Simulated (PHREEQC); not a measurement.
Make-up at 20 °C: 0.0013 mol Sr(OH)2 per kg of water. Closed to the air; pH follows from the charge balance.

Equilibrium calculation in PHREEQC: ion-association model, phreeqc.dat.

Task: The ionic strength comes out as 0.00386 mol/kgw. What activity coefficients do Sr+2, OH-, SrOH+ get?

Result: Sr+2 0.77, OH- 0.94, SrOH+ 0.94.

This is a speciation only: nothing precipitates in the calculation.
